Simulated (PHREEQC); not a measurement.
0.024 g of hydrous ferric oxide (600 m²/g; 0.2 weak and 0.005 strong sites per Fe, Dzombak-Morel constants, diffuse double layer) in 1 kg of water with 0.001 mol/kgw of an inert sodium salt and 0.0023 mmol/kgw NaH2PO4 and 0.034 mmol/kgw NaF, at 25 °C; the pH is set by adding NaOH or the inert anion's acid. Oxygen is held at 0.21 atm. No CO2 enters from the air. Nothing may precipitate in this run.

Base run: PHREEQC, ion-association model, wateq4f.dat. Each further column changes one thing. The table gives P sorbed (%).

```tsv
pH	base	no electrostatic term (-no_edl)	background salt from 0.001 to 0.0001 mol/kgw	oxide from 0.024 to 0.12 g/kgw
4	100.0	58.5	100.0	100.0
4.67	100.0	59.8	100.0	100.0
6	100.0	74.1	100.0	100.0
6.67	99.9	86.4	99.9	100.0
7.33	99.2	91.4	99.3	99.9
8.67	41.4	87.7	42.5	80.3
9.33	4.5	75.4	4.5	19.0
10	0.3	45.6	0.2	1.3
11.33	0.0	3.4	0.0	0.0
12	0.0	0.4	0.0	0.0
```

H3PO4, which wateq4f.dat lacks, is added to it with the constant of phreeqc.dat.
